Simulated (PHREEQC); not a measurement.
Consider water at 64 °C with 0.0032 mol NiSO4, 0.0025 mol CuCl2, 0.0016 mol NaF and 0.26 mol Na2SO4 per kg of water. It is in equilibrium with CO2 at log p = -3.4 (atm). Otherwise closed; pH follows from the charge balance.

The numbers come from PHREEQC with the ion-association model, wateq4f.dat.

Precipitation was switched off in this run.

Question: Order these Cu species by the share of Cu that they hold, largest first: CuSO4, Cu+2, CuF+, CuCl+, Cu2(OH)2+2.

Answer: CuSO4 (57 %), Cu+2 (40 %), Cu2(OH)2+2 (1.8 %), CuCl+ (0.61 %), CuF+ (0.25 %)

Question: Order these S species by the share of S that they hold, largest first: SO4-2, NiSO4, NaSO4-, CuSO4.

Answer: SO4-2 (67 %), NaSO4- (32 %), NiSO4 (0.78 %), CuSO4 (0.54 %)

The pH is 5.51 and the ionic strength 0.620 mol/kgw. The solution is supersaturated, for example in Atacamite, Tenorite (slow to form), so a real one may precipitate; this is no full list. Species that the database lacks are ignored. Constants without temperature data keep their 25 °C values here.
